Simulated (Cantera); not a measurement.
Mixture: CH₄ : H₂ : O₂ : N₂ = 1 : 0.05 : 2.47 : 9.29 (molar parts), equivalence ratio 0.82, at 4.93 atm, adiabatic and at constant volume. Ignition delay is the time to a rise of 400 K.

Detailed kinetics in Cantera: GRI-Mech 3.0 (53 species, 325 reactions).

| quantity | before | after |
|---|---|---|
| delay at 1048 K | 25.1 ms | 26.3 ms |
| delay at 1148 K | 8.25 ms | 8.69 ms |
| delay at 1248 K | 2.85 ms | 3.01 ms |
| delay at 1348 K | 1.00 ms | 1.07 ms |
| apparent activation energy between 1298 and 1398 K | 150 kJ/mol | 150 kJ/mol |

Task: Which change was made?
A) N2 9.29 to 14 parts
B) CH4 1 to 1.5 parts
C) constant pressure in place of constant volume
D) pressure from 4.93 atm to 0.987 atm

Result: C, constant pressure in place of constant volume
